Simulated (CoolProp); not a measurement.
Vapour-liquid equilibrium of R125 (1) + R152A (2) at 0.738 MPa; x and y are mole fractions of (1).

Model: multi-fluid Helmholtz-energy mixture model, Lemmon 2005 and Outcalt 1996; pair parameters Bell 2016, in CoolProp.

| x | bubble temperature, mixture model (K) | bubble temperature, Raoult's law (K) | y, mixture model | y, Raoult's law |
|---|---|---|---|---|
| 0.05 | 303.4 | 303.4 | 0.096 | 0.107 |
| 0.125 | 300.5 | 300.3 | 0.221 | 0.247 |
| 0.2 | 297.8 | 297.5 | 0.330 | 0.367 |
| 0.275 | 295.4 | 294.8 | 0.426 | 0.470 |
| 0.35 | 293.1 | 292.4 | 0.512 | 0.559 |
| 0.425 | 291.0 | 290.0 | 0.591 | 0.637 |
| 0.5 | 288.9 | 287.9 | 0.662 | 0.705 |
| 0.575 | 286.9 | 285.8 | 0.728 | 0.766 |
| 0.65 | 284.9 | 283.9 | 0.789 | 0.819 |
| 0.725 | 282.9 | 282.1 | 0.844 | 0.866 |
| 0.8 | 281.0 | 280.4 | 0.894 | 0.908 |
| 0.875 | 279.2 | 278.8 | 0.938 | 0.946 |
| 0.95 | 277.4 | 277.2 | 0.977 | 0.979 |

The largest gap from Raoult's law is +1.1 K in bubble temperature, at x = 0.575. No azeotrope shows between x = 0.05 and 0.95.

Pair parameters are fitted to limited data, so mixtures are less certain than the pure fluids.
